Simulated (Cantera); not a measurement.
**Ignition delay**

Mixture: 3.68 % CH4, 14.2 % O2, 82.1 % N2, equivalence ratio 0.52, at 9.87 atm, adiabatic and at constant pressure. Ignition delay is the time to a rise of 400 K.

Computed with Cantera and GRI-Mech 3.0 (53 species, 325 reactions).

| T0 (K) | delay (ms) |
|---|---|
| 1275 | 2.17 |
| 1350 | 0.953 |
| 1425 | 0.443 |
| 1500 | 0.216 |
| 1575 | 0.110 |
| 1650 | 0.0595 |

| Item | Result |
|---|---|
| apparent activation energy between 1500 and 1650 K | 180 kJ/mol |
